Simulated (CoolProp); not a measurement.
Computed with CoolProp (reference Helmholtz-energy equation of state, de Reuck 1990).

Problem. For fluorine, give the phase and the cv (kJ/(kg K)), speed of sound (m/s), Joule-Thomson coefficient (K/MPa) at 121.1 K and 0.131 MPa; 121.1 K and 6.08 MPa.

Solution. 
- 121.1 K and 0.131 MPa: gas; cv 0.556, speed of sound 191, Joule-Thomson coefficient 11.7
- 121.1 K and 6.08 MPa: liquid; cv 0.732, speed of sound 549, Joule-Thomson coefficient -0.0175
